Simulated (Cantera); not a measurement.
**Fe2O3 + H2 + H2O (hydrogen reduction and annealing atmospheres)**

A closed system holds: 1 mol Fe2O3, 230 mol H2, 0.1 mol H2O, at 1725 K.

Equilibrium computed with Cantera from the NASA thermochemical tables; the gas is ideal and each condensed phase is pure. Candidate condensed phases: Fe, FeO, Fe(OH)2, Fe(OH)3, Fe2O3, Fe3O4, H2O; 12 gas species. The numbers say what is thermodynamically allowed, not how fast it happens.

| P (Pa) | x H2 | x H | x H2O | x Fe | n Fe(δ) |
|---|---|---|---|---|---|
| 10 | 0.960 | 0.0182 | 0.0132 | 0.00854 | 0 |
| 100 | 0.972 | 0.00579 | 0.0133 | 0.00859 | 0 |
| 1000 | 0.984 | 0.00184 | 0.0134 | 0.000942 | 1.78 |
| 10000 | 0.986 | 0.000583 | 0.0135 | 9.42e-5 | 1.98 |
| 100000 | 0.986 | 0.000184 | 0.0135 | 9.42e-6 | 2.00 |
| 1000000 | 0.986 | 5.83e-5 | 0.0135 | 9.42e-7 | 2.00 |
x: gas mole fraction; n: condensed amount in mol.

From 10.0 Pa to 100 Pa nothing is condensed. From 1000 Pa to 1000000 Pa the condensed part is Fe(δ). The main Fe-bearing gas is Fe throughout.
